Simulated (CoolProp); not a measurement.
The numbers come from the reference Helmholtz-energy equation of state, Outcalt 1996 in CoolProp. It is a modified Benedict-Webb-Rubin equation, recast in Helmholtz form.

### Question
For R152A, give the phase and the expansivity (1/kK), conductivity (mW/(m K)) at 226.85 °C and 13.6 MPa; 226.85 °C and 22.6 MPa.

### Answer
- 226.85 °C and 13.6 MPa: supercritical; expansivity 6.67, conductivity 54.9
- 226.85 °C and 22.6 MPa: supercritical; expansivity 4.28, conductivity 67.9

Thermal conductivity comes from a separate model (Krauss 1996).
